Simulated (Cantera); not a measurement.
## Ignition delay

Mixture: 5.19 % CH4, 22.6 % O2, 72.1 % N2, 0.114 % H2O, equivalence ratio 0.46, at 10500 Torr, adiabatic and at constant pressure. Ignition delay is the time to a rise of 400 K.

Computed with Cantera and GRI-Mech 3.0 (53 species, 325 reactions). The pressure lies above the range GRI-Mech 3.0 was tuned for (to about 10 atm).

```csv
T0 (K),delay (ms)
1273,0.906
1373,0.312
1473,0.120
1573,0.0515
1673,0.0241
1773,0.0122
1873,0.00669
```

* **apparent activation energy between 1673 and 1873 K**: 170 kJ/mol
